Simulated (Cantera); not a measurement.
**Moist CO burnout**

An isothermal, constant-pressure homogeneous reactor starts with CO : O₂ : H₂O : N₂ = 0.0072 : 0.0062 : 0.0016 : 1 (molar parts), equivalence ratio 0.58, at 975 K and 7500 Torr.

Cantera simulation using GRI-Mech 3.0 (53 species, 325 reactions); the numbers are that mechanism's predictions, not measurements.

| t (s) | x CO | x O₂ | x H₂O | x N₂O | x CO₂ | x OH | x O |
|---|---|---|---|---|---|---|---|
| 5.00e-6 | 0.00709 | 0.00611 | 0.00158 | <1e-12 | 1.30e-12 | <1e-12 | 1.28e-12 |
| 3.91e-5 | 0.00709 | 0.00611 | 0.00158 | <1e-12 | 1.09e-11 | <1e-12 | 9.35e-12 |
| 0.000306 | 0.00709 | 0.00611 | 0.00158 | <1e-12 | 1.17e-10 | <1e-12 | 4.61e-11 |
| 0.00239 | 0.00709 | 0.00611 | 0.00158 | <1e-12 | 1.44e-9 | <1e-12 | 6.75e-11 |
| 0.0187 | 0.00709 | 0.00611 | 0.00158 | 9.31e-12 | 2.57e-8 | 4.97e-12 | 7.89e-11 |
| 0.146 | 0.00709 | 0.00611 | 0.00158 | 1.46e-10 | 1.60e-6 | 7.14e-11 | 2.60e-10 |
| 1.14 | 0.00678 | 0.00595 | 0.00158 | 1.58e-8 | 0.000314 | 1.29e-9 | 3.03e-9 |
| 8.95 | 0.00406 | 0.00460 | 0.00158 | 1.70e-7 | 0.00304 | 1.39e-9 | 2.76e-9 |
| 70.0 | 0.000216 | 0.00268 | 0.00158 | 4.71e-7 | 0.00690 | 8.76e-10 | 4.35e-10 |
x: mole fraction; the columns are a selection and need not sum to one.

Equilibrium at this temperature and pressure: CO 1.14e-12, O₂ 0.00257, H₂O 0.00158, N₂O 8.79e-10, CO₂ 0.00712, OH 1.64e-9, O 1.16e-12 (gas phase only).
